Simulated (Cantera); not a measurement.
Input: 1 mol Ti(OiPr)4, 50 mol H2, 0.58 mol C3H8, held at 100 Torr.

Cantera equilibrium calculation (NASA polynomials, part measured and part estimated; ideal gas, pure solids and liquids). Candidate condensed phases: C, C6H6, C7H8, C8H18, H2O, Ti, TiC, TiO, TiO2, Ti2O3, Ti3O5, Ti4O7; 113 gas species. The feed counts by its element totals alone. Mutual solubility and eutectic melting of coexisting phases are not modelled. TiC: taken at fixed stoichiometry. Equilibrium is a limit: real reactors are often held back by kinetics, nucleation or transport.

**Question.** Which condensed phases are stable at each of these points (T (K)): 1273, 1323, 1373, 1423, 1473, 1523, 1573, 1623, 1673?

**Answer.** 
```csv
T (K),condensed phases,Ti condensed (%)
1273,C(graphite) + TiC(s) + Ti3O5(s),100.0
1323,C(graphite) + TiC(s),100.0
1373,C(graphite) + TiC(s),100.0
1423,C(graphite) + TiC(s),100.0
1473,C(graphite) + TiC(s),100.0
1523,C(graphite) + TiC(s),100.0
1573,C(graphite) + TiC(s),100.0
1623,C(graphite) + TiC(s),100.0
1673,C(graphite) + TiC(s),100.0
```

At 1273 K the condensed part is C(graphite) + TiC(s) + Ti3O5(s). From 1323 K to 1673 K the condensed part is C(graphite) + TiC(s).
